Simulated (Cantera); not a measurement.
A closed system holds: 1 mol B2O3, a varied amount of Cl2, at 1000 Pa.

Cantera equilibrium calculation (NASA polynomials, part measured and part estimated; ideal gas, pure solids and liquids). Candidate condensed phases: B, B2O3; 18 gas species. The tables' values for BCl2 are old estimates. Rates play no part.

### Question
What condenses at these points (T in °C, n(Cl2) in mol): (1200, 33); (1400, 41); (700, 29); (800, 45); (1600, 14)?

### Answer
| T (°C) | n(Cl2) in mol | condensed phases | B condensed (%) |
|---|---|---|---|
| 1200 | 33 | B2O3 | 72.2 |
| 1400 | 41 | gas only | 0.0 |
| 700 | 29 | B2O3 | 99.9 |
| 800 | 45 | B2O3 | 99.6 |
| 1600 | 14 | gas only | 0.0 |
